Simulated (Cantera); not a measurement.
A jet of H2 : O2 : N2 = 0.033 : 0.063 : 0.79 (molar parts), equivalence ratio 0.26 at 300 K and 0.237 atm hits a platinum plate 6.1 cm away at a mass flux of 0.048 kg/m²/s; the plate temperature is set and raised in steps from an oxygen-covered start.

Computed with Cantera and Deutschmann's 1995 Pt surface mechanism with GRI-Mech 3.0 gas chemistry. Catalytic surfaces can have several steady states; this one follows from the mechanism file's or the stated starting coverage.

x: mole fraction at the wall; θ: surface coverage.

```tsv
plate T (K)	wall x H2	wall x O2	wall x H2O	wall x OH	θ free Pt	θ O*	θ OH*
700	0.00110	0.0325	0.0693	<1e-8	0.0659	0.928	0.00625
750	?	0.0325	0.0691	<1e-8	?	0.916	?
800	?	0.0323	0.0692	<1e-8	?	0.886	?
850	0.000518	0.0322	0.0692	1.09e-8	0.157	0.839	0.00389
900	0.000396	0.0322	0.0692	3.32e-8	0.215	0.782	0.00350
```

Question: Complete the blanks.

Answer: 
- 750, wall x H2: 0.000952
- 750, θ free Pt: 0.0793
- 750, θ OH*: 0.00494
- 800, wall x H2: 0.000711
- 800, θ free Pt: 0.110
- 800, θ OH*: 0.00430
